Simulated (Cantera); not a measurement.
Charge: 1 mol Si, 1.7 mol HCl, 0.65 mol H2, at 14.0 bar.

Method: chemical equilibrium by Gibbs-energy minimisation in Cantera with the NASA 1993 tables (ideal gas, pure condensed phases). Candidate condensed phases: Si; 19 gas species. The tables' values for SiCl3 are old estimates; treat these amounts as uncertain. Kinetics and transport are ignored. All values below are at 850 K.

Base state: H2 0.734, SiCl4 0.130, SiHCl3 0.124, SiH2Cl2 0.0104, HCl 0.00127, SiH3Cl 0.000209, SiCl3 6.94e-5 (mole fractions); condensed: Si(s).

What changes in the equilibrium state with this change: H2 from 0.65 to 17 mol?


```
species       before     after
----------  --------  --------
H2             0.734     0.970
SiHCl3         0.124    0.0178
SiCl4          0.130   0.00809
SiH2Cl2       0.0104   0.00345
SiCl3        6.94e-5   8.65e-6
HCl          0.00127  0.000731
SiH3Cl      0.000209  0.000158
Si(s), mol     0.508     0.464
```
